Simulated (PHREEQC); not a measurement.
**Alkaline etch or developer: speciation**

Solution (25 °C): 29 mmol/kgw TMAH and 0.6 mmol/kgw K3PO4. Closed to the air; pH follows from the charge balance.

All values are PHREEQC results (ion-association model, phreeqc.dat), not measurements.

This is a speciation only: nothing precipitates in the calculation.

Question: Estimate the pH, ionic strength.

Answer: pH 12.38; ionic strength 0.0323 mol/kgw.

Question: In which forms is P present?

Answer: PO4-3 73 %, HPO4-2 27 % of the P.

Complexes and solids missing from the database can't appear. (CH3)4N+ isn't in the database: it is added as a free cation with an ion size of 4 Å.
